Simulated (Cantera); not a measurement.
What does this Cantera script print?

```python
import numpy as np
import cantera as ct

gas = ct.Solution("gri30.yaml")
gas.TPX = 800, 68000, {'CO': 1, 'H2': 0.23, 'O2': 1.08, 'N2': 6.47}
inlet = ct.Reservoir(gas, clone=True)
gas.equilibrate("HP")  # start burning
reactor = ct.IdealGasConstPressureReactor(gas, energy="on", clone=False)
exhaust = ct.Reservoir(gas, clone=True)
tau = [0.027, 0.015, 0.0082, 0.0045, 0.0025, 0.0014, 0.00074, 0.00041, 0.00022, 0.00012, 6.8e-05, 3.7e-05, 2e-05][0]
for a, b in ((inlet, reactor), (reactor, exhaust)):
    ct.MassFlowController(a, b, mdot=lambda t: reactor.mass / tau)
net = ct.ReactorNet([reactor])
show = ['CO', 'H2', 'O2', 'O', 'CO2']

rows = []
print(f"{'tau/s':>10s}{'T/K':>9s}" + "".join(f"{s:>11s}" for s in show))
for tau in [0.027, 0.015, 0.0082, 0.0045, 0.0025, 0.0014, 0.00074, 0.00041, 0.00022, 0.00012, 6.8e-05, 3.7e-05, 2e-05]:
    net.initial_time = 0.0
    net.advance(30 * tau)
    before = gas.X
    net.advance(40 * tau)
    drift = np.max(np.abs(gas.X - before) / (gas.X + 1e-9))
    rows.append([gas.T, *gas[show].X, drift])
    print(f"{tau:10.3e}{gas.T:9.1f}" + "".join(f"{x:11.3e}" for x in gas[show].X))
```

Result:

```
     tau/s      T/K         CO         H2         O2          O        CO2
 2.700e-02   1830.7  7.700e-03  4.075e-04  5.919e-02  2.011e-03  1.140e-01
 1.500e-02   1802.3  1.025e-02  5.507e-04  6.005e-02  2.788e-03  1.112e-01
 8.200e-03   1765.4  1.344e-02  7.331e-04  6.113e-02  3.825e-03  1.077e-01
 4.500e-03   1720.1  1.721e-02  9.478e-04  6.243e-02  5.110e-03  1.036e-01
 2.500e-03   1666.2  2.158e-02  1.183e-03  6.401e-02  6.584e-03  9.874e-02
 1.400e-03   1601.9  2.689e-02  1.426e-03  6.611e-02  8.115e-03  9.287e-02
 7.400e-04   1513.5  3.516e-02  1.695e-03  6.982e-02  9.448e-03  8.387e-02
 4.100e-04   1401.8  4.859e-02  2.037e-03  7.671e-02  9.234e-03  6.956e-02
 2.200e-04   1201.2  7.806e-02  4.323e-03  9.391e-02  4.703e-03  3.863e-02
 1.200e-04    800.0  1.139e-01  2.620e-02  1.230e-01  1.492e-12  5.631e-12
 6.800e-05    800.0  1.139e-01  2.620e-02  1.230e-01  1.138e-12  2.909e-12
 3.700e-05    800.0  1.139e-01  2.620e-02  1.230e-01  7.810e-13  1.436e-12
 2.000e-05    800.0  1.139e-01  2.620e-02  1.230e-01  4.939e-13  7.144e-13
```

Computed with Cantera and GRI-Mech 3.0 (53 species, 325 reactions).
